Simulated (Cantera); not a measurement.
What does this Cantera script print?

```python
import numpy as np
import cantera as ct

gas = ct.Solution("gri30.yaml")
gas.TPX = 1450, 54000, {'CH4': 0.022, 'O2': 0.0034, 'N2': 1}
inlet = ct.Reservoir(gas, clone=True)

reactor = ct.IdealGasConstPressureReactor(gas, energy="off", clone=False)
exhaust = ct.Reservoir(gas, clone=True)
tau = [15, 5.5, 2.1, 0.78, 0.3, 0.11, 0.042, 0.016, 0.006, 0.0023, 0.00086][0]
for a, b in ((inlet, reactor), (reactor, exhaust)):
    ct.MassFlowController(a, b, mdot=lambda t: reactor.mass / tau)
net = ct.ReactorNet([reactor])
show = ['CH4', 'O2', 'C2H', 'CH2', 'NO2', 'CH2O']

rows = []
print(f"{'tau/s':>10s}{'T/K':>9s}" + "".join(f"{s:>11s}" for s in show))
for tau in [15, 5.5, 2.1, 0.78, 0.3, 0.11, 0.042, 0.016, 0.006, 0.0023, 0.00086]:
    net.initial_time = 0.0
    net.advance(30 * tau)
    before = gas.X
    net.advance(40 * tau)
    drift = np.max(np.abs(gas.X - before) / (gas.X + 1e-9))
    rows.append([gas.T, *gas[show].X, drift])
    print(f"{tau:10.3e}{gas.T:9.1f}" + "".join(f"{x:11.3e}" for x in gas[show].X))
```

Result:

```
     tau/s      T/K        CH4         O2        C2H        CH2        NO2       CH2O
 1.500e+01   1450.0  6.989e-03  4.580e-05  6.720e-10  1.512e-09  6.726e-15  9.085e-08
 5.500e+00   1450.0  9.332e-03  1.263e-04  6.282e-10  3.072e-09  2.737e-14  3.225e-07
 2.100e+00   1450.0  1.155e-02  3.081e-04  5.827e-10  5.676e-09  8.610e-14  1.033e-06
 7.800e-01   1450.0  1.382e-02  7.080e-04  5.079e-10  8.754e-09  2.209e-13  3.186e-06
 3.000e-01   1450.0  1.620e-02  1.465e-03  3.652e-10  9.432e-09  4.036e-13  8.718e-06
 1.100e-01   1450.0  1.917e-02  2.645e-03  1.022e-10  5.021e-09  2.409e-13  1.968e-05
 4.200e-02   1450.0  2.097e-02  3.201e-03  3.689e-12  1.288e-09  1.953e-14  2.097e-05
 1.600e-02   1450.0  2.136e-02  3.295e-03  6.423e-14  3.557e-10  1.174e-15  1.073e-05
 6.000e-03   1450.0  2.143e-02  3.312e-03  1.070e-15  9.787e-11  9.513e-17  3.010e-06
 2.300e-03   1450.0  2.145e-02  3.315e-03  1.801e-17  2.291e-11  8.725e-18  6.072e-07
 8.600e-04   1450.0  2.145e-02  3.316e-03  2.319e-19  4.012e-12  5.493e-19  9.096e-08
```

Model: GRI-Mech 3.0 (53 species, 325 reactions), integrated in Cantera. GRI-Mech 3.0 stops at C3 and has no aromatics, soot or wall deposition, so with more carbon than oxygen in the feed, carbon stays in small species such as C2H2 where larger ones or solid carbon would form.
